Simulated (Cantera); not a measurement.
A closed system holds: 1 mol FeS₂, 0.052 mol H₂S, 2.2 mol H₂O, held at 101000 Pa.

Cantera equilibrium calculation (NASA polynomials, part measured and part estimated; ideal gas, pure solids and liquids). Candidate condensed phases: Fe, FeO, Fe(OH)₂, Fe(OH)₃, FeS, FeSO₄, FeS₂, Fe₂O₃, Fe₂(SO₄)₃, Fe₃O₄, H₂O, H₂SO₄, S; 22 gas species. FeS: taken at fixed stoichiometry. Gases not in the tables: S₃ to S₇. Equilibrium is a limit: real reactors are often held back by kinetics, nucleation or transport.

**Question.** Which condensed phases are stable at each of these points (T (K)): 748, 848, 948, 1048, 1148, 1248, 1348, 1448, 1548, 1648, 1748, 1848?

**Answer.** 
| T (K) | condensed phases | Fe condensed (%) |
|---|---|---|
| 748 | FeS₂(s) | 100.0 |
| 848 | FeS(s) + FeS₂(s) | 100.0 |
| 948 | FeS(s) | 100.0 |
| 1048 | FeS(s) | 100.0 |
| 1148 | FeS(s) | 100.0 |
| 1248 | FeS(s) | 100.0 |
| 1348 | FeS(s) | 100.0 |
| 1448 | FeS(s) | 100.0 |
| 1548 | FeS(l) | 100.0 |
| 1648 | FeS(l) | 100.0 |
| 1748 | FeS(l) | 100.0 |
| 1848 | FeS(l) | 100.0 |

At 748 K the condensed part is FeS₂(s). At 848 K the condensed part is FeS(s) + FeS₂(s). From 948 K to 1448 K the condensed part is FeS(s). From 1548 K to 1848 K the condensed part is FeS(l).
